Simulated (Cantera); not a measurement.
Input: 1 mol SiC, 0.82 mol N₂O, 60 mol H₂, held at 1075 K.

Method: chemical equilibrium by Gibbs-energy minimisation in Cantera with the NASA 1993 tables (ideal gas, pure condensed phases). Candidate condensed phases: C, C₆H₆, C₇H₈, C₈H₁₈, H₂O, Si, SiC, SiO₂, Si₂N₂O, Si₃N₄; 151 gas species. Mutual solubility and eutectic melting of coexisting phases are not modelled. Kinetics and transport are ignored.

**Question.** Which condensed phases are stable at each of these points (P (Pa)): 0.100, 0.750, 5.60, 42, 320, 2400, 18000, 130000, 1000000?

**Answer.** 
```csv
P (Pa),condensed phases,Si condensed (%)
0.100,SiC(s) + Si₂N₂O(s),99.9
0.750,C(graphite) + Si₂N₂O(s),100.0
5.60,C(graphite) + Si₂N₂O(s),100.0
42,C(graphite) + Si₂N₂O(s),100.0
320,C(graphite) + Si₂N₂O(s),100.0
2400,C(graphite) + SiO₂(β-quartz) + Si₂N₂O(s),100.0
18000,C(graphite) + SiO₂(β-quartz) + Si₂N₂O(s),100.0
130000,SiO₂(β-quartz) + Si₂N₂O(s),100.0
1000000,SiO₂(β-quartz) + Si₂N₂O(s),100.0
```

At 0.100 Pa the condensed part is SiC(s) + Si₂N₂O(s). From 0.750 Pa to 3.20 mbar the condensed part is C(graphite) + Si₂N₂O(s). From 24.0 mbar to 0.180 bar the condensed part is C(graphite) + SiO₂(β-quartz) + Si₂N₂O(s). From 1.30 bar to 10.0 bar the condensed part is SiO₂(β-quartz) + Si₂N₂O(s).
